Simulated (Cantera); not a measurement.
# Carbon deposition, reforming and gasification: acetone + H2

A closed system holds: 1 mol acetone, 2.1 mol H2, held at 1848 K and 4.73 Torr.

These are equilibrium values from Cantera (NASA tables, ideal gas, pure condensed phases), not measurements of a reactor. Candidate condensed phases: C, C6H6, C7H8, C8H18, H2O; 110 gas species. The feed counts by its element totals alone. Kinetics and transport are ignored.

```
Quantity                 Value
-------------------  ---------
x(H2)                    0.830
x(CO)                    0.163
x(H)                   0.00609
x(C2H2 (acetylene))   0.000214
x(CH4)                 2.86e-6
n(C(graphite))        2.00 mol
gas amount           6.119 mol
```
